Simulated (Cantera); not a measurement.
Feed: 1 mol PbO, 2 mol H₂, equilibrated at 0.0100 bar.

Method: chemical equilibrium by Gibbs-energy minimisation in Cantera with the NASA 1993 tables (ideal gas, pure condensed phases). Candidate condensed phases: H₂O, Pb, PbO, PbO₂, Pb₃O₄; 12 gas species. Rates play no part.

**Question.** What share of the Pb ends up in condensed phases as a function of T (°C), at 727, 802, 877, 952, 1027, 1102, 1177?

**Answer.** 
```csv
T (°C),Pb condensed (%),as
727,99.7,Pb(l)
802,98.5,Pb(l)
877,94.0,Pb(l)
952,79.4,Pb(l)
1027,28.8,Pb(l)
1102,0.0,-
1177,0.0,-
```
